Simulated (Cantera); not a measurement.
Equilibrium for carbothermic reduction: CuO + C + H₂

A closed system holds: 1 mol CuO, 4.4 mol C, a varied amount of H₂, equilibrated at 0.0133 bar.

Equilibrium computed with Cantera from the NASA thermochemical tables; the gas is ideal and each condensed phase is pure. Candidate condensed phases: C, C₆H₆, C₇H₈, C₈H₁₈, Cu, CuO, Cu(OH)₂, Cu₂O, H₂O; 113 gas species. Kinetics and transport are ignored.

Stable condensed phases:

```
T in K \ n(H₂) in mol
         0.5 1.9 3.3 4.7 6.1 7.5 8.9  10
   2048    A   A   A   A   A   A   A   A
   2023    A   A   A   A   A   A   A   A
   1998    B   A   A   A   A   A   A   A
   1973    B   B   A   A   A   A   A   A
   1948    B   B   A   A   A   A   A   A
   1923    B   B   B   A   A   A   A   A
   1898    B   B   B   B   B   A   A   A
   1873    B   B   B   B   B   B   A   A
   1848    B   B   B   B   B   B   B   B
   1823    B   B   B   B   B   B   B   B
   1798    B   B   B   B   B   B   B   B
   1773    B   B   B   B   B   B   B   B
```

A: C; B: C + Cu.
